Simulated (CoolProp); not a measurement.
The fluid at 298.15 K and 0.6 MPa (gas) is heated at constant pressure to 315.7 K. The same conditions are run with several fluids, on thermodynamics alone (safety and materials aside).

Computed with CoolProp (reference Helmholtz-energy equation of state of each fluid (carbonyl sulfide: Lemmon 2006; propylene: Lemmon 2013; nitrogen: Span 2000; hydrogen chloride: Thol 2018; hydrogen sulfide: Lemmon 2006)).

Question: Rank carbonyl sulfide, propylene, nitrogen, hydrogen chloride, hydrogen sulfide by heat (kJ/kg), highest first.

Answer: propylene (29.8), hydrogen sulfide (19.0), nitrogen (18.4), hydrogen chloride (15.1), carbonyl sulfide (13.4)

```
fluid              final density (kg/m³)
-----------------  ---------------------
carbonyl sulfide                    14.6
propylene                           10.4
nitrogen                            6.41
hydrogen chloride                   8.59
hydrogen sulfide                    8.11
```
